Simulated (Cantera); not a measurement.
What does this Cantera script print?

```python
import numpy as np
import cantera as ct

gas = ct.Solution("h2o2.yaml")
gas.TPX = 475, 101325, {'H2': 1, 'O2': 0.455, 'N2': 1.82}
flame = ct.FreeFlame(gas, width=0.04)
flame.set_refine_criteria(ratio=3, slope=0.08, curve=0.16)
flame.transport_model = "mixture-averaged"
flame.solve(loglevel=0, auto=True)
z, T = flame.grid, flame.T
thick = (T[-1] - T[0]) / np.gradient(T, z).max()
show = ['H2', 'O2', 'OH', 'H', 'HO2', 'O']
print(f"laminar burning velocity  {flame.velocity[0] * 100:.3f} cm/s")
print(f"burnt temperature         {T[-1]:.1f} K")
print(f"thermal thickness         {thick * 1e3:.4f} mm")
print(f"grid points               {len(z)}")
z0 = z[flame.heat_release_rate.argmax()]
print(f"{'z/mm':>9s}{'T/K':>9s}{'u/(m/s)':>9s}" + "".join(f"{s:>11s}" for s in show))
rows = []
for k in (-3, -2, -1.5, -1, -0.5, -0.25, 0, 0.25, 0.5, 1, 2, 4, 8):
    zz = z0 + k * thick
    rows.append([k * thick, np.interp(zz, z, T), np.interp(zz, z, flame.velocity),
                 *(np.interp(zz, z, flame.X[gas.species_index(s)]) for s in show)])
    print(f"{rows[-1][0] * 1e3:9.3f}{rows[-1][1]:9.1f}{rows[-1][2]:9.3f}" + "".join(f"{x:11.3e}" for x in rows[-1][3:]))
```

Result:

```
laminar burning velocity  497.927 cm/s
burnt temperature         2453.5 K
thermal thickness         0.4286 mm
grid points               127
     z/mm      T/K  u/(m/s)         H2         O2         OH          H        HO2          O
   -1.286    475.0    4.979  3.053e-01  1.389e-01  8.455e-17  7.655e-17  1.109e-13  6.096e-15
   -0.857    475.0    4.979  3.053e-01  1.389e-01  1.360e-14  1.240e-14  1.980e-11  9.805e-13
   -0.643    475.0    4.979  3.053e-01  1.389e-01  4.078e-13  4.614e-13  7.370e-10  2.932e-11
   -0.429    475.0    4.979  3.053e-01  1.389e-01  2.723e-11  1.325e-10  6.476e-08  1.632e-09
   -0.214    483.3    5.043  3.017e-01  1.395e-01  8.761e-06  1.425e-05  1.121e-04  1.729e-06
   -0.107    701.0    7.123  2.691e-01  1.356e-01  8.941e-04  3.585e-03  2.699e-04  1.815e-04
    0.000   1178.5   11.548  1.701e-01  9.975e-02  2.850e-03  3.134e-02  9.589e-05  4.076e-03
    0.107   1511.7   14.619  7.999e-02  4.228e-02  8.442e-03  5.582e-02  3.580e-05  9.572e-03
    0.214   1668.3   16.021  5.785e-02  2.392e-02  1.177e-02  5.503e-02  1.826e-05  1.014e-02
    0.429   1825.7   17.365  5.459e-02  1.797e-02  1.407e-02  4.401e-02  1.165e-05  8.807e-03
    0.857   1984.2   18.667  5.315e-02  1.428e-02  1.508e-02  3.180e-02  7.749e-06  6.668e-03
    1.714   2131.9   19.838  4.978e-02  1.066e-02  1.471e-02  2.139e-02  4.890e-06  4.496e-03
    3.429   2257.4   20.803  4.515e-02  7.354e-03  1.305e-02  1.357e-02  2.961e-06  2.710e-03
```

Cantera simulation using the H2/O2 subset of GRI-Mech 3.0, which has no nitrogen chemistry; the numbers are that mechanism's predictions, not measurements. Burning velocities carry a grid error of a few per cent, more on coarse grids.
